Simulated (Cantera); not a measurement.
What does this Cantera script print?

```python
import numpy as np
import cantera as ct

gas = ct.Solution("gri30.yaml")
gas.TPX = 1250, 13332, {'N2O': 1, 'N2': 0.11}
reactor = ct.IdealGasConstPressureReactor(gas, energy="off", clone=False)
net = ct.ReactorNet([reactor])
net.rtol, net.atol = 1e-08, 1e-18
show = ['N2O', 'NO', 'NO2', 'O', 'N2']
times = np.geomspace(3e-06, 100, 9)

steps = ct.SolutionArray(gas, extra=["t"])
rows = []
print(f"{'t/s':>10s}{'T/K':>9s}{'P/Pa':>11s}" + "".join(f"{s:>11s}" for s in show))
for t in times:
    while net.time < t:
        t_next = net.step()
        steps.append(gas.state, t=t_next)
    rows.append([np.interp(t, steps.t, y) for y in (steps.T, steps.P, *steps(*show).X.T)])
    print(f"{t:10.3e}{rows[-1][0]:9.1f}{rows[-1][1]:11.4g}" + "".join(f"{x:11.3e}" for x in rows[-1][2:]))
rate = np.gradient(steps.T, steps.t)
print("integrator steps:", len(steps.t))
if steps.T.max() > steps.T[0] + 200:
    print(f"time of steepest temperature rise: {steps.t[rate.argmax()]:.4e} s")
gas.TPX = 1250, 13332, {'N2O': 1, 'N2': 0.11}
gas.equilibrate("TP")
print(f"equilibrium (TP): T = {gas.T:.1f} K  " + "  ".join(f"{s} {gas[s].X[0]:.3e}" for s in show))
```

It prints:

```
       t/s      T/K       P/Pa        N2O         NO        NO2          O         N2
 3.000e-06   1250.0  1.333e+04  9.009e-01  2.418e-09  3.689e-18  2.645e-07  9.910e-02
 2.615e-05   1250.0  1.333e+04  9.009e-01  1.542e-07  1.487e-14  1.777e-06  9.910e-02
 2.280e-04   1250.0  1.333e+04  9.008e-01  4.286e-06  1.145e-11  3.814e-06  9.913e-02
 1.987e-03   1250.0  1.333e+04  9.004e-01  4.476e-05  1.235e-09  3.831e-06  9.942e-02
 1.732e-02   1250.0  1.333e+04  8.963e-01  3.963e-04  8.743e-08  3.830e-06  1.019e-01
 1.510e-01   1250.0  1.333e+04  8.620e-01  3.370e-03  3.214e-06  3.824e-06  1.229e-01
 1.316e+00   1250.0  1.333e+04  6.251e-01  2.381e-02  3.217e-05  3.752e-06  2.679e-01
 1.147e+01   1250.0  1.333e+04  7.415e-02  6.850e-02  1.058e-04  2.525e-06  6.066e-01
 1.000e+02   1250.0  1.333e+04  4.802e-06  7.102e-02  3.956e-04  1.004e-07  6.539e-01
integrator steps: 1346
equilibrium (TP): T = 1250.0 K  N2O 7.496e-09  NO 3.226e-04  NO2 1.915e-06  O 1.063e-07  N2 6.893e-01
```

Computed with Cantera and GRI-Mech 3.0 (53 species, 325 reactions). GRI-Mech 3.0 was tuned for natural gas; its chemistry of N2O as a main component is partial and can be far from experiment. The mechanism lacks the step 2 NO + O2 → 2 NO2, which can matter for NO2 below about 1400 K. The temperature is held fixed by assumption; the heat of reaction is taken as removed at once.
